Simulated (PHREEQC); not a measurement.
# Copper plating or etch bath: speciation

A solution holds 0.0012 mol CuSO4, 0.00059 mol H2SO4 and 0.00018 mol H3BO3 per kg of water, at 25 °C. Closed to the air; pH follows from the charge balance.

Model: ion-association model, phreeqc.dat, run in PHREEQC.

No solid was allowed to form.

### Question
What pH does the model give?

### Answer
pH 3.00.

### Question
In which forms is S present?

### Answer
SO4-2 84 %, CuSO4 9.5 %, HSO4- 6.4 % of the S.
